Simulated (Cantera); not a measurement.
## Thermodynamics of carbon deposition, reforming and gasification, feed CH₄ + O₂ + H₂ + H₂O

Input: 1 mol CH₄, a varied amount of O₂, 39 mol H₂, 0.49 mol H₂O, held at 1.70 bar.

Method: chemical equilibrium by Gibbs-energy minimisation in Cantera with the NASA 1993 tables (ideal gas, pure condensed phases). Candidate condensed phases: C, C₆H₆, C₇H₈, C₈H₁₈, H₂O; 110 gas species. The numbers say what is thermodynamically allowed, not how fast it happens.

Stable condensed phases:

```
T in °C \ n(O₂) in mol
         0.066 0.091  0.12  0.17  0.24  0.33  0.45  0.62
   1875      A     A     A     B     B     B     B     B
   1775      A     A     A     A     B     B     B     B
   1675      A     A     A     A     B     B     B     B
   1575      A     A     A     A     B     B     B     B
   1475      A     A     A     A     B     B     B     B
   1375      A     A     A     A     B     B     B     B
   1275      A     A     A     A     B     B     B     B
   1175      A     A     A     B     B     B     B     B
   1075      B     B     B     B     B     B     B     B
    975      B     B     B     B     B     B     B     B
    875      B     B     B     B     B     B     B     B
    775      B     B     B     B     B     B     B     B
    675      B     B     B     B     B     B     B     B
    575      B     B     B     B     B     B     B     B
```

A: C; B: gas only.
